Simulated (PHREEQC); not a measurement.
A solution holds 0.0015 mol/kgw CdBr2, 0.002 mol/kgw LiOH, 0.00018 mol/kgw NaF and 0.00053 mol/kgw Li2SO4, at 70 °C. Closed to the air; pH follows from the charge balance.

All values are PHREEQC results (ion-association model, phreeqc.dat), not measurements.

Precipitation was switched off in this run.

Estimate the pH, ionic strength.

pH 9.65; ionic strength 0.00566 mol/kgw.

In which forms is Cd present?

CdOH+ 79 %, Cd+2 15 %, CdBr+ 3.8 %, CdSO4 1.4 %, Cd(OH)2 1.0 % of the Cd.

Complexes and solids missing from the database can't appear. Away from 25 °C the constants follow the database's enthalpies or fits; those with neither stay at their 25 °C values.
